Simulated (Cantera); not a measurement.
N2O furnace oxynitridation

A perfectly stirred reactor is fed with N₂O : O₂ = 1 : 0.05 (molar parts), at 1.50 bar; it is held at 1148 K, and followed from long to short residence time.

Cantera simulation using GRI-Mech 3.0 (53 species, 325 reactions); the numbers are that mechanism's predictions, not measurements. GRI-Mech 3.0 was tuned for natural gas; its chemistry of N2O as a main component is partial and can be far from experiment. The mechanism lacks the step 2 NO + O2 → 2 NO2, which can matter for NO2 below about 1400 K. The temperature is held fixed by assumption; the heat of reaction is taken as removed at once.

```tsv
τ (s)	x N₂O	x O₂	x NO	x N₂	x NO₂
1.5	0.602	0.152	0.0170	0.229	0.000311
0.54	0.777	0.0993	0.00924	0.114	0.000165
0.19	0.880	0.0689	0.00400	0.0471	6.68e-5
0.070	0.924	0.0560	0.00160	0.0185	2.29e-5
0.025	0.942	0.0507	0.000592	0.00677	6.04e-6
0.0091	0.949	0.0487	0.000219	0.00249	1.25e-6
0.0033	0.951	0.0480	7.98e-5	0.000904	2.06e-7
0.0012	0.952	0.0478	2.90e-5	0.000329	2.98e-8
0.00043	0.952	0.0477	1.03e-5	0.000117	3.92e-9
0.00016	0.952	0.0476	3.78e-6	4.33e-5	5.29e-10
```
x: mole fraction; the columns are a selection and need not sum to one.
